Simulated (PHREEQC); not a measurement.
Buffer (model solution)

Consider water at 20 °C with 0.0052 mol/kgw NH4Cl and 0.0013 mol/kgw K2HPO4. Closed to the air; pH follows from the charge balance.

Computed with PHREEQC (ion-association model, wateq4f.dat).

Each row changes one thing in this solution. This is a speciation only: nothing precipitates in the calculation.

| case | pH | ionic strength (mol/kgw) |
|---|---|---|
| as made | 7.94 | 0.00877 |
| K2HPO4 from 0.0013 to 0.013 mol/kgw | ___ | 0.0428 |
| K2HPO4 left out | ___ | 0.00520 |
| NH4Cl replaced by KCl at the same molality | ___ | 0.00907 |
| 0.0049 mol/kgw HBr added | 2.53 | 0.0111 |
| NH4Cl from 0.0052 to 0.0078 mol/kgw | 7.84 | 0.0113 |
| temperature from 20 to 50 °C | 7.45 | 0.00838 |
| K2HPO4 from 0.0013 to 0.00117 mol/kgw | 7.92 | 0.00840 |

Problem. Complete the blanks.

Solution. 
- K2HPO4 from 0.0013 to 0.013 mol/kgw, pH: 8.43
- K2HPO4 left out, pH: 5.87
- NH4Cl replaced by KCl at the same molality, pH: 9.14

Species that the database lacks are ignored. H3PO4, which wateq4f.dat lacks, is added to it with the constant of phreeqc.dat. Constants without temperature data keep their 25 °C values here.
